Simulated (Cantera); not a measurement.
Input: 1 mol Si2H6, 1.2 mol N2O, 7.7 mol N2, held at 1375 K and 25.0 Pa.

These are equilibrium values from Cantera (NASA tables, ideal gas, pure condensed phases), not measurements of a reactor. Candidate condensed phases: H2O, Si, SiO2, Si2N2O, Si3N4; 35 gas species. The feed counts by its element totals alone. Mutual solubility and eutectic melting of coexisting phases are not modelled. The tables hold silica as quartz up to 1696 K and as liquid above; real silica turns to tridymite and cristobalite and melts near 1996 K. Equilibrium is a limit: real reactors are often held back by kinetics, nucleation or transport.

Base state: N2 0.724, H2 0.272, SiO 0.00404, H 0.000113 (mole fractions); condensed: SiO2(β-quartz) + Si2N2O(s).

Q: What changes in the equilibrium state with this change: temperature from 1375 K to 623.15 K?

A: 
```json
[
 {"species": "N2", "before": "0.724", "after": "0.726"},
 {"species": "H2", "before": "0.272", "after": "0.274"},
 {"species": "SiO", "before": "0.00404", "after": "<1e-9"},
 {"species": "H", "before": "0.000113", "after": "<1e-9"},
 {"species": "SiO2(β-quartz), mol", "before": "0.118", "after": "0"},
 {"species": "Si2N2O(s), mol", "before": "0.919", "after": "0.933"},
 {"species": "SiO2(α-quartz), mol", "before": "0", "after": "0.133"}
]
```

Q: What changes in the equilibrium state with this change: N2O from 1.2 to 0.65 mol?

A: 
| species | before | after |
|---|---|---|
| N2 | 0.724 | 0.707 |
| H2 | 0.272 | 0.293 |
| H | 0.000113 | 0.000117 |
| SiO | 0.00404 | 3.29e-5 |
| SiO2(β-quartz), mol | 0.118 | 0 |
| Si2N2O(s), mol | 0.919 | 0.650 |
| Si3N4(s), mol | 0 | 0.233 |

Q: What changes in the equilibrium state with this change: temperature from 1375 K to 1100 K?

A: 
```tsv
species	before	after
N2	0.724	0.726
H2	0.272	0.274
H	0.000113	8.55e-7
SiO	0.00404	6.27e-8
SiO2(β-quartz), mol	0.118	0.133
Si2N2O(s), mol	0.919	0.933
```
